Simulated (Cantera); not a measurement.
An isothermal, constant-pressure homogeneous reactor starts with NH3 : N2 = 1 : 0.62 (molar parts), at 1973 K and 0.0450 bar. Integrator tolerance rtol = 1e-08.

Computed with Cantera and the gas-phase N/H chemistry of the illustrative SiF4/NH3 mechanism in the Surface Chemkin manual (1991). Walls and surfaces, which speed up NH3 decomposition in real reactors, are not modelled.

Question: What does this change do: pressure from 0.0450 bar to 0.270 bar?

Answer: 
```tsv
quantity	before	after
x(NH3) at 2.00 s	0.0494 (gas-phase equilibrium 2.64e-7)	0.000412 (gas-phase equilibrium 1.59e-6)
x(NH2) at 2.00 s	0.000170 (gas-phase equilibrium 6.46e-9)	4.03e-6 (gas-phase equilibrium 1.59e-8)
x(NH) at 2.00 s	6.94e-6 (gas-phase equilibrium 1.92e-9)	4.78e-7 (gas-phase equilibrium 1.93e-9)
x(H2) at 2.00 s	0.526 (gas-phase equilibrium 0.569)	0.571 (gas-phase equilibrium 0.571)
x(H) at 2.00 s	0.000628 (gas-phase equilibrium 0.00483)	0.00194 (gas-phase equilibrium 0.00198)
x(N2) at 2.00 s	0.424 (gas-phase equilibrium 0.426)	0.427 (gas-phase equilibrium 0.427)
x(N2H4) at 2.00 s	7.50e-10 (gas-phase equilibrium <1e-12)	2.51e-12 (gas-phase equilibrium <1e-12)
```
